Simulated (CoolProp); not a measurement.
Properties of R1132(E) along the isobar 6.5 MPa (Tc = 348.8 K, pc = 5.174 MPa, ω = 0.245).

Model: reference Helmholtz-energy equation of state, Akasaka 2024, in CoolProp.

```
T (K)          phase       Z  Joule-Thomson coefficient (K/MPa)  expansivity (1/kK)
-----  -------------  ------  ---------------------------------  ------------------
306.6         liquid  0.1781                             0.1398               4.035
314.4         liquid  0.1796                             0.2617               4.597
322.1         liquid  0.1822                             0.4231               5.359
329.9         liquid  0.1862                             0.6534               6.490
337.7         liquid  0.1926                                ___               8.347
345.5         liquid  0.2035                                ___               12.11
353.3  supercritical  0.2268                              3.094                 ___
361.1  supercritical  0.3254                              7.482               70.34
368.9  supercritical  0.4685                                ___                 ___
376.6  supercritical  0.5494                              9.154               18.05
384.4  supercritical  0.6059                              8.584               12.91
392.2  supercritical     ___                              8.010               10.20
400    supercritical  0.6845                              7.480               8.516
```

Question: Complete the blanks.

Answer: 
- 337.7, Joule-Thomson coefficient (K/MPa): 1.005
- 345.5, Joule-Thomson coefficient (K/MPa): 1.626
- 353.3, expansivity (1/kK): 24.53
- 368.9, Joule-Thomson coefficient (K/MPa): 9.445
- 368.9, expansivity (1/kK): 31.16
- 392.2, Z: 0.6492
